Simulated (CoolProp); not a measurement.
Vapour-liquid equilibrium of propane (1) + isobutane (2) at 0.253 MPa; x and y are mole fractions of (1).

Model: multi-fluid Helmholtz-energy mixture model, Lemmon 2009 and Bücker 2006; pair parameters Kunz 2012, in CoolProp.

```json
[
 {"x": "0.05", "bubble temperature (K)": "284.8", "y at the bubble point": "0.120", "dew temperature at overall composition x (K)": "286.3", "liquid density (mol/L)": "9.837"},
 {"x": "0.125", "bubble temperature (K)": "281.1", "y at the bubble point": "0.273", "dew temperature at overall composition x (K)": "284.7", "liquid density (mol/L)": "10.04"},
 {"x": "0.2", "bubble temperature (K)": "277.8", "y at the bubble point": "0.399", "dew temperature at overall composition x (K)": "282.9", "liquid density (mol/L)": "10.24"},
 {"x": "0.275", "bubble temperature (K)": "274.8", "y at the bubble point": "0.505", "dew temperature at overall composition x (K)": "281.1", "liquid density (mol/L)": "10.44"},
 {"x": "0.35", "bubble temperature (K)": "272.1", "y at the bubble point": "0.595", "dew temperature at overall composition x (K)": "279.2", "liquid density (mol/L)": "10.65"},
 {"x": "0.425", "bubble temperature (K)": "269.5", "y at the bubble point": "0.671", "dew temperature at overall composition x (K)": "277.1", "liquid density (mol/L)": "10.85"},
 {"x": "0.5", "bubble temperature (K)": "267.0", "y at the bubble point": "0.737", "dew temperature at overall composition x (K)": "275.0", "liquid density (mol/L)": "11.06"},
 {"x": "0.575", "bubble temperature (K)": "264.8", "y at the bubble point": "0.794", "dew temperature at overall composition x (K)": "272.7", "liquid density (mol/L)": "11.27"},
 {"x": "0.65", "bubble temperature (K)": "262.6", "y at the bubble point": "0.843", "dew temperature at overall composition x (K)": "270.2", "liquid density (mol/L)": "11.49"},
 {"x": "0.725", "bubble temperature (K)": "260.6", "y at the bubble point": "0.886", "dew temperature at overall composition x (K)": "267.5", "liquid density (mol/L)": "11.71"},
 {"x": "0.8", "bubble temperature (K)": "258.7", "y at the bubble point": "0.924", "dew temperature at overall composition x (K)": "264.5", "liquid density (mol/L)": "11.93"},
 {"x": "0.875", "bubble temperature (K)": "256.9", "y at the bubble point": "0.956", "dew temperature at overall composition x (K)": "261.1", "liquid density (mol/L)": "12.16"},
 {"x": "0.95", "bubble temperature (K)": "255.2", "y at the bubble point": "0.984", "dew temperature at overall composition x (K)": "257.2", "liquid density (mol/L)": "12.39"}
]
```

No azeotrope shows between x = 0.05 and 0.95.

Pair parameters are fitted to limited data, so mixtures are less certain than the pure fluids.
